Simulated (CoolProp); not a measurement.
A single-stage vapour-compression cycle with n-butane: evaporating at 262.15 K (dew point), condensing at 296.15 K (bubble point), superheat 5 K, subcooling 2 K, compressor efficiency 0.85, no pressure losses. Each further row changes one setting.

The numbers come from the reference Helmholtz-energy equation of state, Bücker 2006 in CoolProp.

```tsv
case	cooling COP	pressure ratio	discharge temperature (K)	refrigerating effect (kJ/kg)	volumetric capacity (kJ/m³)
as stated	5.86	3.42	304.8	328	589
evaporating temperature 267.15 K	7.13	2.79	303.8	335	728
condensing temperature 291.15 K	7.02	2.92	299.7	340	611
subcooling 7 K	6.07	3.42	304.8	340	611
superheat 15 K	5.90	3.42	314.9	344	594
compressor efficiency 0.75	5.17	3.42	308.9	328	589
```
